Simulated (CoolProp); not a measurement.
Vapour-liquid equilibrium of R22 (1) + n-pentane (2) at 3.12 bar; x and y are mole fractions of (1).

Model: multi-fluid Helmholtz-energy mixture model, Kamei 1995 and Thol 2019; pair parameters Bell 2016, in CoolProp.

Q: Give the bubble temperature and the first vapour's composition at x = 0.05, 0.25, 0.75. Is there an azeotrope?

A: x = 0.05: 52.4 °C, y = 0.451; x = 0.25: 11.7 °C, y = 0.886; x = 0.75: -8.1 °C, y = 0.972. No azeotrope shows between x = 0.05 and 0.95.

Pair parameters are fitted to limited data, so mixtures are less certain than the pure fluids.
